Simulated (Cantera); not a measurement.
Feed: 1 mol CH3SiCl3, 0.013 mol CH4, 4.3 mol H2, held at 1300 K and 10000 Pa.

Method: chemical equilibrium by Gibbs-energy minimisation in Cantera with the NASA 1993 tables (ideal gas, pure condensed phases). Candidate condensed phases: C, C6H6, C7H8, C8H18, Si, SiC; 109 gas species. The feed counts by its element totals alone. The tables' values for SiCl3 are old estimates; treat these amounts as uncertain. Kinetics and transport are ignored.

Base state: H2 0.643, HCl 0.335, SiCl4 0.0175, SiCl3 0.00201, SiHCl3 0.00153, SiCl2 0.00137, CH4 0.000325, SiH2Cl2 1.89e-5 (mole fractions); condensed: C(graphite) + SiC(s).

Problem. What changes in the equilibrium state with this change: temperature from 1300 K to 2223 K?

Solution. 
| species | before | after |
|---|---|---|
| H2 | 0.643 | 0.615 |
| HCl | 0.335 | 0.323 |
| SiCl2 | 0.00137 | 0.0367 |
| SiCl4 | 0.0175 | 6.83e-6 |
| H | 2.80e-6 | 0.0159 |
| SiCl | <1e-9 | 0.000777 |
| Si | <1e-9 | 0.000529 |
| SiH | <1e-9 | 5.55e-5 |
| SiC2 | <1e-9 | 5.54e-5 |
| Si2C | <1e-9 | 3.35e-5 |
| C(graphite), mol | 0.172 | 0.273 |
| SiC(s), mol | 0.839 | 0.712 |
The tables' values for SiCl, SiCl3 are old estimates; treat these amounts as uncertain. Gases not in the tables: Si2H6 and higher silanes.
